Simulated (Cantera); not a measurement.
A Cantera script and its output.

```python
import numpy as np
import cantera as ct

surf = ct.Interface("ptcombust.yaml", "Pt_surf")
gas = surf.adjacent["gas"]
gas.TPX = 300, 2000, {'CH4': 0.053, 'O2': 0.072, 'N2': 0.79}
jet = ct.ImpingingJet(gas=gas, width=0.084, surface=surf)
jet.inlet.mdot, jet.inlet.T, jet.inlet.X = 0.11, 300, {'CH4': 0.053, 'O2': 0.072, 'N2': 0.79}
jet.set_refine_criteria(ratio=10, slope=0.2, curve=0.3)
show, cover = ['CH4', 'O2', 'H2O', 'OH', 'CO', 'CO2'], ["PT(S)", "H(S)", "O(S)", "OH(S)", "CO(S)", "C(S)"]

rows = []
print(f"{'Ts/K':>7s}" + "".join(f"{s:>11s}" for s in show + cover) + "   (gas at the wall, coverages)")
for i, Ts in enumerate([950, 1000, 1050, 1100, 1150, 1200, 1250]):
    jet.surface.T = Ts
    if i == 0:
        surf.TP = Ts, 2000
        surf.coverages = "PT(S):0.5, O(S):0.5"
        surf.advance_coverages(1.0)
        jet.set_initial_guess(products="inlet")
    jet.solve(loglevel=0, auto=(i == 0))
    rows.append([*(jet.X[gas.species_index(s), -1] for s in show), *surf[cover].coverages])
    print(f"{Ts:7g}" + "".join(f"{x:11.3e}" for x in rows[-1]))
```

It prints:

```
   Ts/K        CH4         O2        H2O         OH         CO        CO2      PT(S)       H(S)       O(S)      OH(S)      CO(S)       C(S)   (gas at the wall, coverages)
    950  1.323e-02  6.247e-03  8.108e-02  8.951e-10  4.316e-02  4.243e-03  8.990e-01  2.413e-04  1.345e-05  8.399e-06  9.496e-02  5.743e-03
   1000  1.233e-02  5.962e-03  8.107e-02  2.272e-09  4.473e-02  3.515e-03  9.469e-01  3.532e-04  1.138e-05  6.460e-06  4.807e-02  4.666e-03
   1050  1.199e-02  5.937e-03  8.000e-02  6.733e-09  4.437e-02  4.350e-03  9.732e-01  3.848e-04  1.553e-05  6.372e-06  2.396e-02  2.413e-03
   1100  1.195e-02  6.053e-03  7.849e-02  1.955e-08  4.313e-02  5.846e-03  9.863e-01  3.809e-04  2.389e-05  6.721e-06  1.216e-02  1.134e-03
   1150  1.206e-02  6.236e-03  7.671e-02  5.282e-08  4.138e-02  7.767e-03  9.927e-01  3.671e-04  3.692e-05  7.160e-06  6.364e-03  5.450e-04
   1200  1.223e-02  6.449e-03  7.470e-02  1.321e-07  3.929e-02  1.001e-02  9.959e-01  3.512e-04  5.575e-05  7.604e-06  3.445e-03  2.757e-04
   1250  1.242e-02  6.675e-03  7.254e-02  3.060e-07  3.695e-02  1.249e-02  9.975e-01  3.351e-04  8.199e-05  8.031e-06  1.926e-03  1.454e-04
```

Model: Deutschmann's 1995 Pt surface mechanism with GRI-Mech 3.0 gas chemistry, integrated in Cantera. Catalytic surfaces can have several steady states; this one follows from the mechanism file's or the stated starting coverage.
